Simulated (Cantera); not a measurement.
An isothermal plug-flow reactor at 925 K and 2850 Torr (inlet), inlet velocity 0.36 m/s, active area per volume 1800 1/m; feed CO : O2 : N2 : H2O = 0.012 : 0.027 : 0.79 : 0.019 (molar parts).

Cantera simulation using Deutschmann's 1995 Pt surface mechanism with GRI-Mech 3.0 gas chemistry; the numbers are that mechanism's predictions, not measurements. Catalytic surfaces can have several steady states; this one follows from the mechanism file's or the stated starting coverage. Mass transfer to the wall is taken as infinitely fast.

Problem. What does this change do: temperature 925 to 500 K?

Solution. 
| quantity | before | after |
|---|---|---|
| x(CO) at z = 0.057 m | <1e-12 | 0.0141 |
| x(O2) at z = 0.057 m | 0.0249 | 0.0318 |
| x(H2O) at z = 0.057 m | 0.0226 | 0.0224 |
| x(CO2) at z = 0.057 m | 0.0143 | 1.21e-5 |
| θ(O*) at the exit | 0.870 | 0.00134 |
